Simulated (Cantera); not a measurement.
A closed system holds: 1 mol Si, 2 mol HCl, 0.7 mol H2, held at 1050 K and 101000 Pa.

Method: chemical equilibrium by Gibbs-energy minimisation in Cantera with the NASA 1993 tables (ideal gas, pure condensed phases). Candidate condensed phases: Si; 19 gas species. The tables' values for SiCl3 are old estimates; treat these amounts as uncertain. Kinetics and transport are ignored.

Question: What is the equilibrium state?

Answer: 
* **x(H2)**: 0.735
* **x(SiCl4)**: 0.167
* **x(SiHCl3)**: 0.0726
* **x(HCl)**: 0.0176
* **x(SiH2Cl2)**: 0.00359
* **x(SiCl3)**: 0.00270
* **x(SiCl2)**: 0.000788
* **x(SiH3Cl)**: 4.62e-5
* **n(Si(s))**: 0.464 mol
* **gas amount**: 2.169 mol
